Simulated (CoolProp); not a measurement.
Octamethyltrisiloxane (MDM) at 298.15 K and 0.34 MPa is throttled through a valve to 0.192 MPa with no heat exchange. Each further row changes one setting.

Computed with CoolProp (reference Helmholtz-energy equation of state, Thol 2017).

```tsv
case	temperature change (K)	final density (kg/m³)
as stated	+0.1	815
outlet pressure 0.0576 MPa	+0.1	815
outlet pressure 0.25 MPa	+0.0	816
```
